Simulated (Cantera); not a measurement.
Input: 1 mol Si3N4, 0.012 mol CO2, 650 mol N2, equilibrated at 2173.15 K.

Equilibrium computed with Cantera from the NASA thermochemical tables; the gas is ideal and each condensed phase is pure. Candidate condensed phases: C, Si, SiC, SiO2, Si2N2O, Si3N4; 34 gas species. The numbers say what is thermodynamically allowed, not how fast it happens.

### Question
Which condensed phases are stable at each of these points (P (Pa)): 0.100, 0.600, 3.60, 22, 130, 770, 4600, 28000, 170000, 1000000?

### Answer
| P (Pa) | condensed phases | Si condensed (%) |
|---|---|---|
| 0.100 | gas only | 0.0 |
| 0.600 | gas only | 0.0 |
| 3.60 | gas only | 0.0 |
| 22 | gas only | 0.0 |
| 130 | gas only | 0.0 |
| 770 | gas only | 0.0 |
| 4600 | gas only | 0.0 |
| 28000 | Si(l) | 69.1 |
| 170000 | Si3N4(s) | 94.1 |
| 1000000 | Si3N4(s) | 99.3 |

From 0.100 Pa to 4600 Pa nothing is condensed. At 28000 Pa the condensed part is Si(l). From 170000 Pa to 1000000 Pa the condensed part is Si3N4(s).
